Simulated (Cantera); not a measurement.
Feed: 1 mol Si, 0.93 mol N2O, 220 mol H2, at 6.60e-5 bar.

Cantera equilibrium calculation (NASA polynomials, part measured and part estimated; ideal gas, pure solids and liquids). Candidate condensed phases: H2O, Si, SiO2, Si2N2O, Si3N4; 35 gas species. Mutual solubility and eutectic melting of coexisting phases are not modelled. The tables hold silica as quartz up to 1696 K and as liquid above; real silica turns to tridymite and cristobalite and melts near 1996 K. Rates play no part.

Problem. Which condensed phases are stable at each of these points (T (°C)): 725, 825, 925, 1025, 1125, 1225, 1325, 1425, 1525, 1625, 1725, 1825, 1925?

Solution. 
| T (°C) | condensed phases | Si condensed (%) |
|---|---|---|
| 725 | SiO2(β-quartz) + Si2N2O(s) | 100.0 |
| 825 | SiO2(β-quartz) + Si2N2O(s) | 100.0 |
| 925 | SiO2(β-quartz) + Si2N2O(s) | 95.0 |
| 1025 | Si2N2O(s) | 14.0 |
| 1125 | Si(s) | 6.7 |
| 1225 | Si(s) | 3.5 |
| 1325 | gas only | 0.0 |
| 1425 | gas only | 0.0 |
| 1525 | gas only | 0.0 |
| 1625 | gas only | 0.0 |
| 1725 | gas only | 0.0 |
| 1825 | gas only | 0.0 |
| 1925 | gas only | 0.0 |

From 725 °C to 925 °C the condensed part is SiO2(β-quartz) + Si2N2O(s). At 1025 °C the condensed part is Si2N2O(s). From 1125 °C to 1225 °C the condensed part is Si(s). From 1325 °C to 1925 °C nothing is condensed.
